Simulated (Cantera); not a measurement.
Cantera run:

```python
import numpy as np
import cantera as ct

gas_names = """
    F F2 H HF H2 H2F2 H3F3 H4F4 H5F5 H6F6 H7F7 N NF NF2 NF3 NH NH2 NH3 N2 N2H2 N2H4 Si SiF SiF2 SiF3
    SiF4 SiH SiHF3 SiH2 SiH2F2 SiH3 SiH3F SiH4 SiN Si2 Si2N Si3
""".split()
cond_names = """
    Si(cr) Si(L) Si3N4(a)
""".split()


# ... load() reads the species with a 1 bar reference pressure and builds the phases ...
atoms = {
    'Si': {'Si': 1},
    'HF': {'H': 1, 'F': 1},
    'N2': {'N': 2},
}
top_T = {'Si3N4(a)': 2400}  # K; cautious upper limits of use, not melting points


# ... equilibrate(T, P, feed) seeds the gas with the atoms and calls Mixture.equilibrate('TP', solver="vcs", rtol=1e-11, max_steps=5000) ...
results = []
feed = {'Si': 1, 'HF': 3.9, 'N2': 0.33}  # mol
T = 1348  # K
P = 10000  # Pa
mix = equilibrate(T, P, feed)
results.append((T, P, feed, dict(zip(mix.species_names, mix.species_moles))))
x = sorted(zip(gas.X, gas.species_names), reverse=True)
print(f"T = {T:g} K  P = {P:g} Pa  gas = {mix.phase_moles(0):.4g} mol")
print("   x: " + "  ".join(f"{s} {v:.3e}" for v, s in x if v > 0.0001))
print("   condensed (mol): " + ("  ".join(f"{mix.phase(i).name} {mix.phase_moles(i):.4g}"
      for i in range(1, mix.n_phases) if mix.phase_moles(i) > 1e-12) or "none"))
```

It prints:

```
T = 1348 K  P = 10000 Pa  gas = 3.245 mol
   x: H2 5.959e-01  SiF4 2.917e-01  N2 9.741e-02  SiHF3 5.074e-03  HF 4.981e-03  SiF3 4.822e-03
   condensed (mol): Si3N4(a) 0.006949
```

Cantera equilibrium calculation (NASA polynomials, part measured and part estimated; ideal gas, pure solids and liquids). N2 is the only nitrogen source here; it is nearly inert below about 1500 K, so the nitride shown seldom forms there in practice. The tables' values for SiF3, SiF2 are old estimates; treat these amounts as uncertain.
